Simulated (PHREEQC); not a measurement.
# Leach liquor

Dissolve 0.14 mol H2SO4, 0.11 mol FeSO4 and 0.2 mol MgSO4 per kg of water at 25 °C. Closed to the air; pH follows from the charge balance.

Computed with PHREEQC (ion-association model, phreeqc.dat).

This is a speciation only: nothing precipitates in the calculation.

### Question
Estimate the pH, density, ionic strength.

### Answer
pH 1.19; density 1.044 g/cm³; ionic strength 0.642 mol/kgw.

### Question
In which forms is Fe present?

### Answer
Fe+2 45 %, FeSO4 33 %, FeHSO4+ 22 % of the Fe.

Complexes and solids missing from the database can't appear.
